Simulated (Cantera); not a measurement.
A freely propagating, adiabatic, planar premixed flame of CH₃OH : O₂ : N₂ : H₂O = 1 : 1.25 : 4.62 : 1.7 (molar parts), unburnt at 473 K and 1.00 bar; mixture-averaged transport, grid criteria slope 0.08 and curve 0.16, no radiation.

Model: GRI-Mech 3.0 (53 species, 325 reactions), integrated in Cantera. GRI-Mech 3.0 was tuned for natural gas; its chemistry of methanol as a main component is partial and can be far from experiment. Burning velocities carry a grid error of a few per cent, more on coarse grids.

Task: How do the results move with these cheaper or finer settings: unity-Lewis-number transport; multicomponent transport; multicomponent+Soret transport; grid criteria slope 0.5, curve 1; grid criteria slope 0.25, curve 0.5; grid criteria slope 0.03, curve 0.06?

Result: 
```csv
setting,laminar burning velocity,thermal thickness,peak x(H),peak x(C₂H),grid points
as above,66.1 cm/s,0.368 mm,0.00840,<1e-8,126
unity-Lewis-number transport,43.5 cm/s,0.512 mm,0.00996,<1e-8,130
multicomponent transport,66.7 cm/s,0.376 mm,0.00846,<1e-8,127
multicomponent+Soret transport,65.2 cm/s,0.381 mm,0.00835,<1e-8,127
"grid criteria slope 0.5, curve 1",75.3 cm/s,0.413 mm,0.00901,<1e-8,33
"grid criteria slope 0.25, curve 0.5",70.9 cm/s,0.378 mm,0.00870,<1e-8,53
"grid criteria slope 0.03, curve 0.06",64.1 cm/s,0.368 mm,0.00820,<1e-8,307
```
The base run took around 19 core-seconds (rough).
Unity Lewis numbers drop preferential diffusion, which matters most where H2 and H carry the flame; Soret adds thermal diffusion.
